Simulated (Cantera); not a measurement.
## Premixed flame

A freely propagating, adiabatic, planar premixed flame of H₂ : O₂ : N₂ = 1 : 0.962 : 3.62 (molar parts), unburnt at 600 K and 8.20 bar; mixture-averaged transport, grid criteria slope 0.08 and curve 0.16, no radiation.

Cantera simulation using the H2/O2 subset of GRI-Mech 3.0, which has no nitrogen chemistry; the numbers are that mechanism's predictions, not measurements. The hydrogen kinetics of GRI-Mech 3.0 are dated; newer H2 mechanisms differ, most at raised pressure. Burning velocities carry a grid error of a few per cent, more on coarse grids. Lean hydrogen flames are cellular in practice and burn faster than this planar one.

| z (mm) | T (K) | u (m/s) | x H₂ | x O₂ | x HO₂ | x H₂O₂ | x O | x OH |
|---|---|---|---|---|---|---|---|---|
| -0.153 | 601 | 1.04 | 0.174 | 0.173 | 2.34e-7 | 1.91e-7 | <1e-8 | <1e-8 |
| -0.102 | 606 | 1.04 | 0.164 | 0.175 | 2.52e-6 | 2.05e-6 | <1e-8 | <1e-8 |
| -0.0766 | 618 | 1.04 | 0.151 | 0.177 | 1.19e-5 | 9.52e-6 | <1e-8 | <1e-8 |
| -0.0511 | 665 | 1.10 | 0.126 | 0.180 | 6.29e-5 | 4.61e-5 | 3.80e-8 | <1e-8 |
| -0.0255 | 895 | 1.43 | 0.0814 | 0.171 | 0.000514 | 0.000234 | 1.01e-5 | 1.32e-5 |
| -0.0128 | 1175 | 1.86 | 0.0525 | 0.152 | 0.000697 | 0.000223 | 0.000200 | 0.000311 |
| 0 | 1475 | 2.33 | 0.0264 | 0.126 | 0.000430 | 2.20e-5 | 0.00109 | 0.00165 |
| 0.0128 | 1669 | 2.64 | 0.0110 | 0.107 | 0.000225 | 4.54e-6 | 0.00183 | 0.00350 |
| 0.0255 | 1769 | 2.80 | 0.00478 | 0.0994 | 0.000124 | 2.94e-6 | 0.00170 | 0.00432 |
| 0.0511 | 1844 | 2.91 | 0.00139 | 0.0958 | 4.65e-5 | 1.64e-6 | 0.000869 | 0.00369 |
| 0.102 | 1876 | 2.96 | 0.000313 | 0.0955 | 1.23e-5 | 7.35e-7 | 0.000246 | 0.00213 |
| 0.204 | 1885 | 2.97 | 6.79e-5 | 0.0956 | 3.77e-6 | 3.28e-7 | 6.67e-5 | 0.00115 |
| 0.409 | 1887 | 2.98 | 3.05e-5 | 0.0957 | 2.45e-6 | 2.27e-7 | 3.44e-5 | 0.000829 |
x: mole fraction of selected species; z is measured from the peak of heat release.

```yaml
laminar_burning_velocity: 104 cm/s
thermal_thickness: 0.0511 mm
peak x(HO₂): 0.000716
peak x(H₂O₂): 0.000272
peak x(O): 0.00186
peak x(OH): 0.00434
```
